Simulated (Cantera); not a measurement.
Feed: 1 mol SiHCl3, 0.7 mol HCl, 52 mol H2, at 1350 K and 13300 Pa.

Method: chemical equilibrium by Gibbs-energy minimisation in Cantera with the NASA 1993 tables (ideal gas, pure condensed phases). Candidate condensed phases: Si; 19 gas species. The tables' values for SiCl3 are old estimates; treat these amounts as uncertain. The numbers say what is thermodynamically allowed, not how fast it happens.

Base state: H2 0.944, HCl 0.0474, SiCl2 0.00668, SiCl3 0.000870, SiHCl3 0.000645, SiCl4 0.000565, SiH2Cl2 0.000107 (mole fractions); condensed: Si(s).

Problem. What changes in the equilibrium state with this change: H2 from 52 to 24 mol?

Solution. 
| species | before | after |
|---|---|---|
| H2 | 0.944 | 0.900 |
| HCl | 0.0474 | 0.0733 |
| SiCl2 | 0.00668 | 0.0168 |
| SiCl4 | 0.000565 | 0.00357 |
| SiCl3 | 0.000870 | 0.00347 |
| SiHCl3 | 0.000645 | 0.00251 |
| Si(s), mol | 0.515 | 0.295 |
